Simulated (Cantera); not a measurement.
An adiabatic, constant-pressure homogeneous reactor starts with 4.68 % CH3OH, 20.1 % O2, 75.3 % N2, at 1273 K and 173 Torr.

Model: GRI-Mech 3.0 (53 species, 325 reactions), integrated in Cantera. GRI-Mech 3.0 was tuned for natural gas; its chemistry of methanol as a main component is partial and can be far from experiment.

Q: Predict: time of steepest temperature rise; temperature at 9.00 s; equilibrium temperature; x(O2) at 9.00 s; x(NO) at 9.00 s.

A: 
| Item | Result |
|---|---|
| time of steepest temperature rise | 15.7 ms |
| temperature at 9.00 s | 2050 K |
| equilibrium temperature | 2050 K |
| x(O2) at 9.00 s | 0.123 (gas-phase equilibrium 0.123) |
| x(NO) at 9.00 s | 0.00622 (gas-phase equilibrium 0.00649) |
